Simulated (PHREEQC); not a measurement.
Solution (25 °C): 0.023 mol Sr(NO3)2 per kg of water. Closed to the air; pH follows from the charge balance.

The numbers come from PHREEQC with the ion-association model, phreeqc.dat.

No solid was allowed to form.

What specific conductance, density does the model give?

specific conductance 4800 µS/cm; density 1.001 g/cm³.
